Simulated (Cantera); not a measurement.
Feed: 1 mol HBr, 0.025 mol O2, equilibrated at 2423 K and 340 Pa.

These are equilibrium values from Cantera (NASA tables, ideal gas, pure condensed phases), not measurements of a reactor. Candidate condensed phases: Br2, H2O; 12 gas species. Rates play no part.

Base state: Br 0.572, H2 0.191, H 0.133, HBr 0.0715, H2O 0.0268, OH 0.00353, O 0.00164, O2 9.50e-5 (mole fractions); condensed: gas only.

Problem. What changes in the equilibrium state with this change: temperature from 2423 K to 1225 K?

Solution. 
| species | before | after |
|---|---|---|
| HBr | 0.0715 | 0.863 |
| Br | 0.572 | 0.0798 |
| H2O | 0.0268 | 0.0480 |
| H2 | 0.191 | 0.000430 |
| H | 0.133 | 1.11e-7 |
| O | 0.00164 | <1e-9 |
| O2 | 9.50e-5 | 1.64e-9 |

Problem. What changes in the equilibrium state with this change: temperature from 2423 K to 1748 K?

Solution. 
```tsv
species	before	after
HBr	0.0715	0.552
Br	0.572	0.298
H2	0.191	0.106
H	0.133	0.00128
H2O	0.0268	0.0425
O	0.00164	2.82e-7
O2	9.50e-5	5.04e-8
OH	0.00353	2.98e-5
Br2	2.65e-5	0.000348
```
